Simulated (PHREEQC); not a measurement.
A solution holds 0.0075 mol H2SO4, 4.3e-05 mol H3BO3 and 0.017 mol NaCl per kg of water, at 25 °C. Closed to the air; pH follows from the charge balance.

All values are PHREEQC results (Pitzer model, pitzer.dat), not measurements.

```json
[
 {"quantity": "pH", "before": "1.98", "after": "2.31"},
 {"quantity": "ionic strength (mol/kgw)", "before": "0.0342", "after": "0.0364"},
 {"quantity": "SI of Halite (NaCl)", "before": "-5.27", "after": "-5.28"}
]
```

**Question.** What was changed between the two runs?
A. H3BO3 left out
B. NaCl from 0.017 to 0.0255 mol/kgw
C. H2SO4 replaced by KHSO4 at the same molality
D. H2SO4 left out
E. diluted 100-fold with water

**Answer.** C, H2SO4 replaced by KHSO4 at the same molality

No solid was allowed to form.
